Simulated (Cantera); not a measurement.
**SiH2Cl2 + N2 + NH3 (silicon nitride deposition)**

A closed system holds: 1 mol SiH2Cl2, 61 mol N2, 0.26 mol NH3, equilibrated at 848 K and 0.133 bar.

Equilibrium computed with Cantera from the NASA thermochemical tables; the gas is ideal and each condensed phase is pure. Candidate condensed phases: NH4Cl, Si, Si3N4; 28 gas species. Equilibrium is a limit: real reactors are often held back by kinetics, nucleation or transport.

```
Quantity                             Result
--------------------------------  ---------
x(N2)                                 0.964
x(HCl)                               0.0255
x(H2)                               0.00937
x(SiCl4)                            0.00158
n(Si3N4(s))                       0.300 mol
gas amount                        62.82 mol
log10 activity of Si(s) (absent)      -8.93
```
